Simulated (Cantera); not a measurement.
A Cantera script and what it prints.

```python
import numpy as np
import cantera as ct

gas_names = """
    H2 S2 H2S PbS
""".split()
cond_names = """
    Pb(cr) Pb(L) Na(cr) Na(L) Na2S(1) Na2S(2) Na2S(L) Ba(cr) Ba(L) BaS(s) Ni(cr) Ni(L) NiS2(s) NiS2(L)
    Ca(a) Ca(b) Ca(L) CaS(s)
""".split()


def load(file, names, dense=False):
    # The tables refer to 1 bar. Condensed volumes are neglected.
    table = {s.name: s for s in ct.Species.list_from_file(file)}
    out = []
    for n in names:
        d = dict(table[n].input_data)
        d["thermo"] = dict(d["thermo"], **{"reference-pressure": 1e5})
        if dense:
            d["equation-of-state"] = {"model": "constant-volume", "density": "1e6 g/cm^3"}
        out.append(ct.Species.from_dict(d))
    return out


species = {s.name: s for s in load("nasa_gas.yaml", gas_names) + load("nasa_condensed.yaml", cond_names)}
# Each term lists the table entries of one substance; the one whose range holds T is used.
reactions = {
    '2 H2(g) + S2(g) = 2 H2S(g)':
        [(-2, ['H2']), (-1, ['S2']), (2, ['H2S'])],
    '2 Pb + S2(g) = 2 PbS(g)':
        [(-2, ['Pb(cr)', 'Pb(L)']), (-1, ['S2']), (2, ['PbS'])],
    '4 Na + S2(g) = 2 Na2S':
        [(-4, ['Na(cr)', 'Na(L)']), (-1, ['S2']), (2, ['Na2S(1)', 'Na2S(2)', 'Na2S(L)'])],
    '2 Ba + S2(g) = 2 BaS':
        [(-2, ['Ba(cr)', 'Ba(L)']), (-1, ['S2']), (2, ['BaS(s)'])],
    'Ni + S2(g) = NiS2':
        [(-1, ['Ni(cr)', 'Ni(L)']), (-1, ['S2']), (1, ['NiS2(s)', 'NiS2(L)'])],
    '2 Ca + S2(g) = 2 CaS':
        [(-2, ['Ca(a)', 'Ca(b)', 'Ca(L)']), (-1, ['S2']), (2, ['CaS(s)'])],
}


def pick(names, T):
    return next(species[n] for n in names if species[n].thermo.min_temp <= T <= species[n].thermo.max_temp)


results = []
for label, terms in reactions.items():
    print(label)
    print("     T/K   dH/kJ  dS/(J/K)   dG/kJ   log10 K")
    for T in [300, 823, 898, 973, 1048, 1123, 1198, 1273]:
        used = [(nu, pick(names, T)) for nu, names in terms]
        dH = sum(nu * s.thermo.h(T) for nu, s in used) / 1e6
        dS = sum(nu * s.thermo.s(T) for nu, s in used) / 1e3
        dG = dH - T * dS / 1e3
        logK = -dG * 1e6 / (ct.gas_constant * T * np.log(10))
        results.append((label, T, dH, dS, dG, logK, [s.name for _, s in used]))
        print(f"{T:8g} {dH:8.1f} {dS:8.1f} {dG:8.1f} {logK:8.2f}")
```

Result:

```
2 H2(g) + S2(g) = 2 H2S(g)
     T/K   dH/kJ  dS/(J/K)   dG/kJ   log10 K
     300   -169.4    -78.3   -146.0    25.41
     823   -178.4    -96.5    -98.9     6.28
     898   -179.0    -97.3    -91.6     5.33
     973   -179.6    -97.9    -84.3     4.53
    1048   -180.1    -98.4    -77.0     3.84
    1123   -180.4    -98.7    -69.6     3.24
    1198   -180.7    -99.0    -62.2     2.71
    1273   -180.9    -99.1    -54.7     2.25
2 Pb + S2(g) = 2 PbS(g)
     T/K   dH/kJ  dS/(J/K)   dG/kJ   log10 K
     300    135.2    144.8     91.7   -15.97
     823    115.0    109.2     25.2    -1.60
     898    113.4    107.3     17.1    -0.99
     973    111.8    105.6      9.1    -0.49
    1048    110.2    104.0      1.2    -0.06
    1123    108.7    102.6     -6.5     0.30
    1198    107.1    101.3    -14.2     0.62
    1273    105.6    100.0    -21.7     0.89
4 Na + S2(g) = 2 Na2S
     T/K   dH/kJ  dS/(J/K)   dG/kJ   log10 K
     300   -860.6   -240.9   -788.3   137.25
     823   -861.5   -252.0   -654.1    41.51
     898   -859.2   -249.4   -635.3    36.95
     973   -856.9   -246.9   -616.7    33.10
    1048   -854.3   -244.3   -598.2    29.82
    1123   -849.8   -240.2   -580.0    26.98
    1198   -840.8   -232.5   -562.3    24.52
    1273   -825.0   -219.8   -545.3    22.37
2 Ba + S2(g) = 2 BaS
     T/K   dH/kJ  dS/(J/K)   dG/kJ   log10 K
     300  -1055.6   -196.2   -996.7   173.54
     823  -1052.3   -189.2   -896.6    56.91
     898  -1052.2   -189.1   -882.4    51.33
     973  -1052.3   -189.1   -868.2    46.61
    1048  -1068.1   -205.0   -853.3    42.53
    1123  -1068.2   -205.0   -837.9    38.97
    1198  -1068.2   -205.0   -822.5    35.86
    1273  -1068.1   -205.0   -807.2    33.12
Ni + S2(g) = NiS2
     T/K   dH/kJ  dS/(J/K)   dG/kJ   log10 K
     300   -259.8   -186.1   -203.9    35.50
     823   -254.6   -176.2   -109.6     6.96
     898   -253.5   -174.9    -96.4     5.61
     973   -252.3   -173.7    -83.3     4.47
    1048   -251.1   -172.5    -70.4     3.51
    1123   -249.9   -171.3    -57.5     2.67
    1198   -248.6   -170.2    -44.7     1.95
    1273   -247.2   -169.1    -31.9     1.31
2 Ca + S2(g) = 2 CaS
     T/K   dH/kJ  dS/(J/K)   dG/kJ   log10 K
     300  -1074.8   -200.1  -1014.8   176.69
     823  -1072.4   -194.0   -912.7    57.93
     898  -1071.7   -193.3   -898.2    52.24
     973  -1071.2   -192.6   -883.7    47.44
    1048  -1070.7   -192.2   -869.3    43.33
    1123  -1087.7   -207.4   -854.7    39.76
    1198  -1088.0   -207.7   -839.2    36.59
    1273  -1088.3   -207.9   -823.6    33.79
```

Source: NASA polynomial tables (part measured, part estimated), evaluated in Cantera. Condensed species are held in their standard states even where they would react or evaporate.
